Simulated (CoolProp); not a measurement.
Vapour pressure (kPa) of ethylene: the reference equation beside estimates from Tc = 282.4 K, pc = 5042 kPa, ω = 0.087. Clausius-Clapeyron is anchored at 164.2 K with a constant enthalpy of vaporisation of 13.74 kJ/mol.

Values from CoolProp's reference Helmholtz-energy equation of state, Smukala 2000.

| T (K) | reference | Clausius-Clapeyron | Soave-Redlich-Kwong |
|---|---|---|---|
| 156.5 | 44.23 | … | 43.64 |
| 164.2 | 73.89 | 73.89 | 73.04 |
| 172 | … | … | … |
| 179.7 | 179.0 | 176.0 | 177.9 |
| 187.4 | 261.8 | 256.9 | 260.8 |
| 195.2 | 372.2 | 365.4 | 371.8 |
| 202.9 | 512.1 | 503.8 | 512.8 |
| 210.7 | 689.9 | … | … |
| 218.4 | 906.1 | … | 911.9 |
| 226.1 | 1168 | 1162 | 1178 |
| 233.9 | 1485 | 1483 | 1500 |
| 241.6 | 1855 | 1858 | … |

Problem. Fill in the missing entries.

Solution. 
- 156.5, Clausius-Clapeyron: 45.03
- 172, reference: 117.9
- 172, Clausius-Clapeyron: 116.6
- 172, Soave-Redlich-Kwong: 116.9
- 210.7, Clausius-Clapeyron: 681.2
- 210.7, Soave-Redlich-Kwong: 692.7
- 218.4, Clausius-Clapeyron: 898.2
- 241.6, Soave-Redlich-Kwong: 1876

Absolute difference from the reference over all 12 rows, mean and median: Clausius-Clapeyron 1.1 and 1.2 %, Soave-Redlich-Kwong 0.7 and 0.7 %.
